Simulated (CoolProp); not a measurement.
The fluid at 298.15 K and 0.113 MPa expands adiabatically to 0.0169 MPa with isentropic efficiency 1. The same conditions are run with several fluids, on thermodynamics alone (safety and materials aside).

Values from CoolProp's reference Helmholtz-energy equation of state of each fluid (normal hydrogen: Leachman 2009; n-butane: Bücker 2006; R407C: Lemmon 2003; oxygen: Schmidt 1985; CH3F (R41): Lemmon 2006). Blends and air are pseudo-pure fits.

| fluid | work (kJ/kg) | final temperature (K) | final density (kg/m³) |
|---|---|---|---|
| normal hydrogen | 1790 | 168.7 | 0.0243 |
| n-butane | 73.0 | 250.0 | 0.477 |
| R407C | 48.1 | 233.7 | 0.755 |
| oxygen | 114 | 173.5 | 0.375 |
| CH3F (R41) | 111 | 190.3 | 0.366 |
